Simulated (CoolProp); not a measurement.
Vapour-liquid equilibrium of n-butane (1) + cis-2-butene (2) at -18.75 °C; x and y are mole fractions of (1).

The numbers come from the multi-fluid Helmholtz-energy mixture model, Bücker 2006 and Lemmon 2005; pair parameters Bell 2016 in CoolProp.

**Question.** Give the bubble pressure and the first vapour's composition at x = 0.05, 0.425, 0.575. Is there an azeotrope?

**Answer.** x = 0.05: 0.4006 bar, y = 0.066; x = 0.425: 0.4409 bar, y = 0.473; x = 0.575: 0.4525 bar, y = 0.614. No azeotrope shows between x = 0.05 and 0.95.

Pair parameters are fitted to limited data, so mixtures are less certain than the pure fluids.
